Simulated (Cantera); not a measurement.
A perfectly stirred reactor is fed with N2O = 1 (molar parts), at 7900 Pa; it is held at 1375 K, and followed from long to short residence time.

Model: GRI-Mech 3.0 (53 species, 325 reactions), integrated in Cantera. GRI-Mech 3.0 was tuned for natural gas; its chemistry of N2O as a main component is partial and can be far from experiment. The mechanism lacks the step 2 NO + O2 → 2 NO2, which can matter for NO2 below about 1400 K. The temperature is held fixed by assumption; the heat of reaction is taken as removed at once.

x: mole fraction; the columns are a selection and need not sum to one.

```csv
τ (s),x N2O,x NO,x O2,x N2,x NO2,x O
0.40,0.658,0.0419,0.0931,0.207,[?],1.90e-5
0.16,0.827,0.0212,0.0469,0.105,[?],1.91e-5
0.065,0.922,0.00961,0.0213,0.0473,[?],1.91e-5
0.026,0.967,0.00403,0.00892,0.0199,[?],1.91e-5
0.010,0.987,0.00158,0.00349,0.00779,[?],1.91e-5
0.0042,0.995,0.000665,0.00147,0.00329,[?],1.90e-5
0.0017,0.998,0.000266,0.000587,0.00133,[?],1.87e-5
0.00067,0.999,0.000101,0.000223,0.000515,[?],1.80e-5
```

Q: What belongs in the gaps?

A: 
- 0.40, x NO2: 2.77e-5
- 0.16, x NO2: 1.27e-5
- 0.065, x NO2: 4.92e-6
- 0.026, x NO2: 1.55e-6
- 0.010, x NO2: 3.67e-7
- 0.0042, x NO2: 8.16e-8
- 0.0017, x NO2: 1.47e-8
- 0.00067, x NO2: 2.24e-9
